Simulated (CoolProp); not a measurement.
A single-stage vapour-compression cycle with hydrogen chloride: evaporating at 251.15 K (dew point), condensing at 297.15 K (bubble point), superheat 10 K, subcooling 5 K, compressor efficiency 0.65, no pressure losses. Each further row changes one setting.

Values from CoolProp's reference Helmholtz-energy equation of state, Thol 2018.

```tsv
case	cooling COP	pressure ratio	discharge temperature (K)	refrigerating effect (kJ/kg)	volumetric capacity (kJ/m³)
as stated	2.56	3.33	405.4	287	7810
evaporating temperature 256.15 K	3.00	2.87	389.8	288	9090
condensing temperature 292.15 K	2.99	2.97	388.9	298	8110
subcooling 10 K	2.67	3.33	405.4	299	8130
superheat 20 K	2.51	3.33	424.7	299	7650
compressor efficiency 0.55	2.17	3.33	426.6	287	7810
```
